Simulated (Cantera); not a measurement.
Input: 1 mol Mg(OH)2, 7.8 mol CO2, held at 1.00 bar.

Cantera equilibrium calculation (NASA polynomials, part measured and part estimated; ideal gas, pure solids and liquids). Candidate condensed phases: C, C6H6, C7H8, C8H18, H2O, Mg, MgCO3, MgO, Mg(OH)2; 116 gas species. Kinetics and transport are ignored. All values below are at 1623 K.

Base state: CO2 0.885, H2O 0.114, CO 0.00104, O2 0.000527, OH 5.02e-5, H2 4.28e-5 (mole fractions); condensed: MgO(s).

Question: What changes in the equilibrium state with this change: pressure from 1.00 bar to 0.000390 bar?

Answer: 
| species | before | after |
|---|---|---|
| CO2 | 0.885 | 0.866 |
| H2O | 0.114 | 0.112 |
| CO | 0.00104 | 0.0140 |
| O2 | 0.000527 | 0.00709 |
| H | 4.52e-7 | 8.45e-5 |
| O | 4.36e-7 | 8.11e-5 |
| H2 | 4.28e-5 | 0.000582 |
| OH | 5.02e-5 | 0.000679 |
| MgO(s), mol | 1.000 | 1.000 |
